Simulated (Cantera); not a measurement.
A perfectly stirred reactor is fed with NO : N₂ : H₂O = 1 : 0.23 : 0.0075 (molar parts), at 1.18 atm; it is held at 2175 K, and followed from long to short residence time.

Detailed kinetics in Cantera: GRI-Mech 3.0 (53 species, 325 reactions).

x: mole fraction; the columns are a selection and need not sum to one.

```csv
τ (s),x NO,x N₂O,x NO₂,x N₂,x O,x O₂
3.7,0.0474,1.55e-6,9.18e-5,0.566,0.00130,0.379
1.9,…,…,…,0.555,0.00129,0.368
0.98,0.102,4.86e-6,0.000191,0.538,0.00126,0.351
0.50,…,…,…,0.511,0.00121,0.325
0.26,0.233,2.29e-5,0.000393,0.473,0.00114,0.286
0.13,0.345,4.99e-5,0.000522,0.417,0.00103,0.230
0.068,0.466,9.23e-5,0.000608,0.356,0.000895,0.170
0.035,0.585,0.000148,0.000621,0.297,0.000735,0.110
0.018,0.678,0.000200,0.000557,0.251,0.000579,0.0641
0.0091,0.738,0.000238,0.000454,0.220,0.000441,0.0339
```

### Question
What belongs in the gaps?

### Answer

- 1.9, x NO: 0.0688
- 1.9, x N₂O: 2.54e-6
- 1.9, x NO₂: 0.000131
- 0.50, x NO: 0.156
- 0.50, x N₂O: 1.05e-5
- 0.50, x NO₂: 0.000280
